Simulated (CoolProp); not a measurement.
Model: reference Helmholtz-energy equation of state, Platzer 1990, in CoolProp. This equation is an older, rougher fit.

Question: For CF4 (R14), give the phase and the speed of sound (m/s), viscosity (µPa s) at 275.1 K and 1.01 bar.

Answer: 
- 275.1 K and 1.01 bar: gas; speed of sound 174, viscosity 16.1

Viscosity comes from a separate model (Huber 2003), an estimate that may be off by 10 % or more.
